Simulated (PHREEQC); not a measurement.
A made-up water analysis in mg/L, 25 °C, pH 5.83, pe 9.7: Na 4.8; K 0.662; Ca 0.67; Mg 0.776; Cl 1.05; S(6) as SO4 4.49; Alkalinity as HCO3 6.31; Cu(2) 0.0163; Ba 0.188; Sr 0.00982; N(5) as NO3 0.00494.

Cl is adjusted to close the charge balance.
Valence states are taken as typed.

The numbers come from PHREEQC with the ion-association model, phreeqc.dat.

* **ionic strength**: 0.000423 mol/kgw

```tsv
species	molality	activity	log γ
CO2	0.000340	0.000341	0.000
Na+	0.000209	0.000204	-0.010
Cl-	0.000130	0.000127	-0.010
HCO3-	0.000105	0.000102	-0.010
SO4-2	4.63e-5	4.21e-5	-0.041
Mg+2	3.16e-5	2.88e-5	-0.040
K+	1.69e-5	1.65e-5	-0.010
Ca+2	1.66e-5	1.51e-5	-0.041
H+	1.51e-6	1.48e-6	-0.010
Ba+2	1.34e-6	1.22e-6	-0.041
```

Precipitation was switched off in this run.
